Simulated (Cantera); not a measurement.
Charge: 1 mol B2H6, a varied amount of O2, 16 mol N2, at 1073 K and 0.293 Torr.

These are equilibrium values from Cantera (NASA tables, ideal gas, pure condensed phases), not measurements of a reactor. Candidate condensed phases: B, BN, B2O3, B3O3H3, H2O; 39 gas species. The feed counts by its element totals alone. N2 is the only nitrogen source here; it is nearly inert below about 1500 K, so the nitride shown seldom forms there in practice. Mutual solubility and eutectic melting of coexisting phases are not modelled. Kinetics and transport are ignored.

**Question.** At 0.089 mol O2, list the 4 most abundant gas species with their mole fractions, and the condensed phases.

**Answer.** N2 0.834, H2 0.166, H2O 0.000108, HBO2 5.70e-5. Condensed: BN(s) + B2O3(l).
